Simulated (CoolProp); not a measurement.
Vapour-liquid equilibrium of R143a (1) + R152A (2) at 1.55 bar; x and y are mole fractions of (1).

The numbers come from the multi-fluid Helmholtz-energy mixture model, Lemmon and Jacobsen 2000 and Outcalt 1996; pair parameters Bell 2016 in CoolProp.

```tsv
x	bubble temperature, mixture model (°C)	bubble temperature, Raoult's law (°C)	y, mixture model	y, Raoult's law
0.05	-16.4	-15.8	0.135	0.118
0.2	-22.3	-20.7	0.417	0.396
0.35	-26.5	-24.9	0.595	0.592
0.5	-29.9	-28.6	0.722	0.734
0.65	-32.6	-31.8	0.820	0.840
0.8	-35.0	-34.6	0.903	0.920
0.95	-37.2	-37.1	0.977	0.982
```

The largest gap from Raoult's law is -1.6 K in bubble temperature, at x = 0.35. No azeotrope shows between x = 0.05 and 0.95.

Pair parameters are fitted to limited data, so mixtures are less certain than the pure fluids.
